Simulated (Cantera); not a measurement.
A perfectly stirred reactor is fed with H2 : O2 : N2 = 1 : 0.704 : 2.65 (molar parts), equivalence ratio 0.71, at 10.0 bar; it is adiabatic with a 600 K inlet, and is followed from long to short residence time, starting on the burning branch (τ in s: 0.066, 0.028, 0.012, 0.005, 0.0021, 0.0009, 0.00038, 0.00016, 6.8e-05, 2.9e-05, 1.2e-05, 5.2e-06).

Detailed kinetics in Cantera: GRI-Mech 3.0 (53 species, 325 reactions). The hydrogen kinetics of GRI-Mech 3.0 are dated; newer H2 mechanisms differ, most at raised pressure.

Q: Predict: blow-out, bracketed by the residence times tried; x(H2) at τ = 66.0 ms; x(O2) at τ = 66.0 ms; x(H) at τ = 66.0 ms; x(OH) at τ = 66.0 ms; x(NO) at τ = 66.0 ms; x(H2) at τ = 0.380 ms; x(O2) at τ = 0.380 ms; x(H) at τ = 0.380 ms; x(OH) at τ = 0.380 ms; x(NO) at τ = 0.380 ms.

A: 
* **blow-out, bracketed by the residence times tried**: burning at 5.20 µs, the shortest tried
* **x(H2) at τ = 66.0 ms**: 0.000636
* **x(O2) at τ = 66.0 ms**: 0.0498
* **x(H) at τ = 66.0 ms**: 6.60e-5
* **x(OH) at τ = 66.0 ms**: 0.00410
* **x(NO) at τ = 66.0 ms**: 0.00439
* **x(H2) at τ = 0.380 ms**: 0.00178
* **x(O2) at τ = 0.380 ms**: 0.0519
* **x(H) at τ = 0.380 ms**: 0.000247
* **x(OH) at τ = 0.380 ms**: 0.00588
* **x(NO) at τ = 0.380 ms**: 0.000136
